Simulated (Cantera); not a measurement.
Feed: 1 mol HMDSO, 1 mol O3, 0.63 mol H2, 2.1 mol O2, equilibrated at 1075 K and 0.180 bar.

These are equilibrium values from Cantera (NASA tables, ideal gas, pure condensed phases), not measurements of a reactor. Candidate condensed phases: C, C6H6, C7H8, C8H18, H2O, Si, SiC, SiO2; 123 gas species. The feed counts by its element totals alone. Equilibrium is a limit: real reactors are often held back by kinetics, nucleation or transport.

Base state: H2 0.691, CO 0.298, H2O 0.00469, CH4 0.00388, CO2 0.00217 (mole fractions); condensed: C(graphite) + SiO2(β-quartz).

**Question.** What changes in the equilibrium state with this change: O2 from 2.1 to 0.61 mol?

**Answer.** 
```csv
species,before,after
H2,0.691,0.881
CO,0.298,0.111
CH4,0.00388,0.00629
H2O,0.00469,0.00222
CO2,0.00217,0.000299
"C(graphite), mol",1.84,4.74
"SiO2(β-quartz), mol",2.00,2.00
```

**Question.** What changes in the equilibrium state with this change: pressure from 0.180 bar to 8.40 mbar?

**Answer.** 
| species | before | after |
|---|---|---|
| H2 | 0.691 | 0.696 |
| CO | 0.298 | 0.303 |
| H2O | 0.00469 | 0.000224 |
| CH4 | 0.00388 | 0.000184 |
| CO2 | 0.00217 | 0.000105 |
| C(graphite), mol | 1.84 | 1.80 |
| SiO2(β-quartz), mol | 2.00 | 2.00 |

**Question.** What changes in the equilibrium state with this change: temperature from 1075 K to 1948.15 K?

**Answer.** 
```tsv
species	before	after
H2	0.691	0.549
CO	0.298	0.343
SiO	<1e-9	0.104
H	2.88e-8	0.00198
CH4	0.00388	1.42e-7
CO2	0.00217	0.000131
H2O	0.00469	0.000919
C(graphite), mol	1.84	0
SiO2(β-quartz), mol	2.00	0
SiO2(condensed), mol	0	0.182
```
The tables hold silica as quartz up to 1696 K and as liquid above; real silica turns to tridymite and cristobalite and melts near 1996 K.
